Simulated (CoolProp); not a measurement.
Propane along the isotherm 146.15 °C: density (kg/m³) from the reference equation and from simpler models built on Tc = 96.7 °C, pc = 4251 kPa, ω = 0.152; each cubic takes its own stable root.

The numbers come from the reference Helmholtz-energy equation of state, Lemmon 2009 in CoolProp.

```tsv
p (kPa)	phase	reference	Soave-Redlich-Kwong	Peng-Robinson
2130	gas	30.65	30.60	31.15
4250	gas	72.70	72.02	74.79
6380	supercritical	139.8	134.1	141.8
8500	supercritical	232.2	208.3	223.0
10600	supercritical	292.3	259.1	280.4
12800	supercritical	327.6	293.9	320.3
14900	supercritical	350.0	318.1	348.0
17000	supercritical	366.8	337.2	369.9
19100	supercritical	380.3	353.0	388.0
21300	supercritical	392.2	367.1	404.2
```
